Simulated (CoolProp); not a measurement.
Values from CoolProp's reference Helmholtz-energy equation of state, Span 1996.

Task: Give the vapour pressure (MPa), liquid density (kg/m³), vapour Z, vapour viscosity (µPa s) of saturated carbon dioxide at -27.25 °C.

Result: 
| T (°C) | p (MPa) | liquid density (kg/m³) | vapour Z | vapour viscosity (µPa s) |
|---|---|---|---|---|
| -27.25 | 1.56 | 1060 | 0.827 | 12.5 |

Viscosity comes from a separate model (Laesecke 2017).
